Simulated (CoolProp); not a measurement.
Vapour-liquid equilibrium of benzene (1) + o-xylene (2) at 1170 kPa; x and y are mole fractions of (1).

The numbers come from the multi-fluid Helmholtz-energy mixture model, Thol 2012 and Zhou 2012; pair parameters Bell 2016 in CoolProp.

Task: Give the bubble temperature and the first vapour's composition at x = 0.35, 0.65, 0.8. Is there an azeotrope?

Result: x = 0.35: 503.7 K, y = 0.603; x = 0.65: 479.1 K, y = 0.849; x = 0.8: 470.4 K, y = 0.921. No azeotrope shows between x = 0.05 and 0.95.

The pair parameters rest on a limited set of measurements; away from them the model extrapolates.
